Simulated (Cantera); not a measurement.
# Premixed flame

A freely propagating, adiabatic, planar premixed flame of CH3OH : O2 : N2 : H2 = 1 : 1.61 : 4.35 : 0.035 (molar parts), equivalence ratio 0.94, unburnt at 675 K and 203 Torr; mixture-averaged transport, grid criteria slope 0.08 and curve 0.16, no radiation.

Model: GRI-Mech 3.0 (53 species, 325 reactions), integrated in Cantera. GRI-Mech 3.0 was tuned for natural gas; its chemistry of methanol as a main component is partial and can be far from experiment. Burning velocities carry a grid error of a few per cent, more on coarse grids.

| z (mm) | T (K) | u (m/s) | x CH3OH | x O2 | x C2H2 | x CH2 | x H2O | x CH2CO |
|---|---|---|---|---|---|---|---|---|
| -1.91 | 675 | 2.59 | 0.143 | 0.230 | <1e-8 | <1e-8 | 8.62e-5 | <1e-8 |
| -1.27 | 677 | 2.61 | 0.142 | 0.228 | <1e-8 | <1e-8 | 0.000809 | <1e-8 |
| -0.953 | 686 | 2.65 | 0.141 | 0.227 | <1e-8 | <1e-8 | 0.00288 | 1.06e-8 |
| -0.635 | 735 | 2.88 | 0.136 | 0.220 | 1.66e-8 | <1e-8 | 0.0128 | 1.12e-7 |
| -0.318 | 1049 | 4.26 | 0.105 | 0.187 | 1.71e-7 | <1e-8 | 0.0615 | 1.67e-6 |
| -0.159 | 1431 | 6.03 | 0.0585 | 0.149 | 4.58e-7 | 1.25e-6 | 0.115 | 5.23e-6 |
| 0 | 1830 | 8.00 | 0.0111 | 0.107 | 9.56e-7 | 1.78e-5 | 0.172 | 1.08e-5 |
| 0.159 | 1979 | 8.76 | 0.000356 | 0.0793 | 6.20e-7 | 8.96e-6 | 0.202 | 4.53e-6 |
| 0.318 | 2008 | 8.88 | 2.90e-6 | 0.0619 | 1.01e-7 | 6.72e-7 | 0.213 | 6.49e-7 |
| 0.635 | 2037 | 8.96 | <1e-8 | 0.0486 | <1e-8 | <1e-8 | 0.215 | <1e-8 |
| 1.27 | 2076 | 9.07 | <1e-8 | 0.0430 | <1e-8 | <1e-8 | 0.213 | <1e-8 |
| 2.54 | 2125 | 9.24 | <1e-8 | 0.0405 | <1e-8 | <1e-8 | 0.215 | <1e-8 |
| 5.08 | 2195 | 9.49 | <1e-8 | 0.0384 | <1e-8 | <1e-8 | 0.220 | <1e-8 |
x: mole fraction of selected species; z is measured from the peak of heat release.

```
Item                        Result
------------------------  --------
laminar burning velocity  258 cm/s
thermal thickness         0.635 mm
peak x(C2H2)               1.00e-6
peak x(CH2)                1.98e-5
peak x(CH2CO)              1.08e-5
grid points                    155
```
